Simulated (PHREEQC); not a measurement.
# Buffer

A solution holds 0.19 mol/kgw KHCO3, 0.00026 mol/kgw NaF and 0.016 mol/kgw NaCl, at 25 °C. Closed to the air; pH follows from the charge balance.

Model: ion-association model, wateq4f.dat, run in PHREEQC.

Precipitation was switched off in this run.

Q: Predict the pH, activity of water.

A: pH 8.06; activity of water 0.993.

Q: In which forms is Na present?

A: Na+ 94 %, NaHCO3 5.1 %, NaCO3- 1.3 % of the Na.

Complexes and solids missing from the database can't appear.
